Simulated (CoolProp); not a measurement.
R1233zd(E) at several states: fugacity coefficient from the reference equation and from simpler models built on Tc = 165.7 °C, pc = 3.583 MPa, ω = 0.304; each cubic takes its own stable root.

Model: reference Helmholtz-energy equation of state, Akasaka 2022, in CoolProp.

```tsv
T (°C)	p (MPa)	phase	reference
-32.05	0.0324	liquid	0.2914
-68.05	0.0145	liquid	0.04940
-34.15	3.23	liquid	0.002998
-58.05	1.48	liquid	0.001185
18.35	0.468	liquid	0.2128
53.95	0.683	liquid	0.4470
```

### Question
How far does each simpler model (van der Waals, Redlich-Kwong, Soave-Redlich-Kwong, Peng-Robinson) lie from the reference over these 6 states: mean and median of the absolute difference, and the worst?

### Answer
- van der Waals: mean 1651.6 %, median 1116.7 %, worst +5282.3 % at -58.05 °C and 1.48 MPa
- Redlich-Kwong: mean 187.2 %, median 191.4 %, worst +320.0 % at -68.05 °C and 0.0145 MPa
- Soave-Redlich-Kwong: mean 1.9 %, median 2.1 %, worst -3.3 % at -68.05 °C and 0.0145 MPa
- Peng-Robinson: mean 3.1 %, median 2.2 %, worst +8.1 % at -68.05 °C and 0.0145 MPa

At some of these states van der Waals gives the other phase, because its saturation line lies elsewhere.
